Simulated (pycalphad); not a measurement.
Computed with pycalphad from the COST 507 light-alloy database (1999), at 1 atm. No gas phase is included, though pure Ti would boil below 3577 °C. The database dates from 1999; later assessments differ in places, in temperatures and in the compounds included. Kinetics are ignored, which matters at the lower temperatures.

Molar enthalpy of Ti-27.8Hf-1.6B (at.%) in equilibrium (SER reference):

```tsv
T (°C)	H (kJ/mol)	phases
3577	156.59	liquid
3377	147.50	liquid
3177	138.42	liquid
2977	129.34	liquid
2777	120.26	liquid
2577	111.17	liquid
2377	102.09	liquid
2177	93.01	liquid
1977	83.93	liquid
1777	74.91	liquid
1677	70.42	liquid
1577	54.34	bcc + liquid
1477	47.85	bcc + BM
1377	44.50	bcc + BM
1177	38.12	bcc + BM
977	32.06	bcc + BM
777	22.03	hcp + BM
577	15.65	hcp + BM
377	9.64	hcp + BM
```

Cooling from 1677 °C to 1477 °C, across the freezing range, releases 22.6 kJ/mol, or 270 J/g. The slope is 45 J/(mol K) in the liquid and 33 J/(mol K) just below the solidus, where it includes any heat of precipitation. Liquidus 1655 °C, solidus 1564 °C. Changes were sought between steps of 100 K, so a narrower field can be missed.

Database names, with the compositions (at.%) that they take in these runs: BM: Ti 45-50 B 50 Hf 0-5.
